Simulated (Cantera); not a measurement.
A perfectly stirred reactor is fed with 2.15 % H2, 97.8 % O2, equivalence ratio 0.011, at 1330 Pa; it is held at 1025 K, and followed from long to short residence time.

Model: the H2/O2 subset of GRI-Mech 3.0, which has no nitrogen chemistry, integrated in Cantera. Radical loss at walls, strong at low pressure, is not modelled.

Problem. Predict: x(H2) at τ = 0.530 s; x(O2) at τ = 0.530 s; x(OH) at τ = 0.530 s; x(H2O2) at τ = 0.530 s; x(O) at τ = 0.530 s; x(H2) at τ = 67.0 ms; x(O2) at τ = 67.0 ms; x(OH) at τ = 67.0 ms; x(H2O2) at τ = 67.0 ms; x(O) at τ = 67.0 ms.

Solution. 
| Item | Value |
|---|---|
| x(H2) at τ = 0.530 s | 0.000300 |
| x(O2) at τ = 0.530 s | 0.976 |
| x(OH) at τ = 0.530 s | 0.000379 |
| x(H2O2) at τ = 0.530 s | 5.53e-8 |
| x(O) at τ = 0.530 s | 0.00186 |
| x(H2) at τ = 67.0 ms | 0.000986 |
| x(O2) at τ = 67.0 ms | 0.972 |
| x(OH) at τ = 67.0 ms | 0.000819 |
| x(H2O2) at τ = 67.0 ms | 8.85e-8 |
| x(O) at τ = 67.0 ms | 0.00499 |
